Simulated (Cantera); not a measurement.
A perfectly stirred reactor is fed with C₃H₈ : H₂ = 1 : 13 (molar parts), at 1.00 atm; it is held at 1550 K, and followed from long to short residence time.

Detailed kinetics in Cantera: GRI-Mech 3.0 (53 species, 325 reactions). GRI-Mech 3.0 was tuned for natural gas; its chemistry of propane as a main component is partial and can be far from experiment. GRI-Mech 3.0 stops at C3 and has no aromatics, soot or wall deposition, so with more carbon than oxygen in the feed, carbon stays in small species such as C2H2 where larger ones or solid carbon would form.

Q: What does this change do: temperature 1550 to 1600 K?

A: 
```csv
quantity,before,after
x(C₃H₈) at τ = 5.10 s,1.22e-6,6.27e-7
x(H₂) at τ = 5.10 s,0.861,0.875
x(CH₄) at τ = 5.10 s,0.0851,0.0616
x(C₂H₂) at τ = 5.10 s,0.0466,0.0576
x(C₂H₄) at τ = 5.10 s,0.00712,0.00567
x(C₃H₈) at τ = 0.190 s,2.60e-5,1.47e-5
x(H₂) at τ = 0.190 s,0.869,0.874
x(CH₄) at τ = 0.190 s,0.0719,0.0625
x(C₂H₂) at τ = 0.190 s,0.0506,0.0568
x(C₂H₄) at τ = 0.190 s,0.00868,0.00612
```

Q: What does this change do: pressure from 1.00 atm to 0.0132 atm?

A: 
| quantity | before | after |
|---|---|---|
| x(C₃H₈) at τ = 5.10 s | 1.22e-6 | 8.54e-6 |
| x(H₂) at τ = 5.10 s | 0.861 | 0.894 |
| x(CH₄) at τ = 5.10 s | 0.0851 | 0.0286 |
| x(C₂H₂) at τ = 5.10 s | 0.0466 | 0.0759 |
| x(C₂H₄) at τ = 5.10 s | 0.00712 | 0.000423 |
| x(C₃H₈) at τ = 0.190 s | 2.60e-5 | 0.000151 |
| x(H₂) at τ = 0.190 s | 0.869 | 0.878 |
| x(CH₄) at τ = 0.190 s | 0.0719 | 0.0543 |
| x(C₂H₂) at τ = 0.190 s | 0.0506 | 0.0621 |
| x(C₂H₄) at τ = 0.190 s | 0.00868 | 0.00327 |
Radical loss at walls, strong at low pressure, is not modelled.
